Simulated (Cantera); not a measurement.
A freely propagating, adiabatic, planar premixed flame of 8.70 % CH₃OH, 19.2 % O₂, 72.1 % N₂, unburnt at 323 K and 4.93 atm; mixture-averaged transport, grid criteria slope 0.08 and curve 0.16, no radiation.

Model: GRI-Mech 3.0 (53 species, 325 reactions), integrated in Cantera. GRI-Mech 3.0 was tuned for natural gas; its chemistry of methanol as a main component is partial and can be far from experiment. Burning velocities carry a grid error of a few per cent, more on coarse grids.

Q: Predict: laminar burning velocity; thermal thickness; peak x(HCO); peak x(H₂); peak x(H₂O₂); peak x(C₂H₄).

A: 
| Quantity | Value |
|---|---|
| laminar burning velocity | 10.3 cm/s |
| thermal thickness | 0.235 mm |
| peak x(HCO) | 1.23e-5 |
| peak x(H₂) | 0.00498 |
| peak x(H₂O₂) | 0.000459 |
| peak x(C₂H₄) | <1e-8 |
